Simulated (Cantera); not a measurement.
A closed system holds: 1 mol NaI, 0.19 mol H2, held at 677 °C and 1330 Pa.

Cantera equilibrium calculation (NASA polynomials, part measured and part estimated; ideal gas, pure solids and liquids). Candidate condensed phases: I2, Na, NaI; 9 gas species. Gases not in the tables: NaBr and NaI dimers. Rates play no part.

Base state: H2 0.977, NaI 0.0228 (mole fractions); condensed: NaI(l).

Question: What changes in the equilibrium state with this change: temperature from 677 °C to 1300 °C?

Answer: 
| species | before | after |
|---|---|---|
| NaI | 0.0228 | 0.811 |
| H2 | 0.977 | 0.156 |
| Na | 5.19e-6 | 0.0160 |
| I | 2.63e-7 | 0.0144 |
| H | 4.76e-9 | 0.000139 |
| HI | 4.93e-6 | 0.00159 |
| NaI(l), mol | 0.996 | 0 |
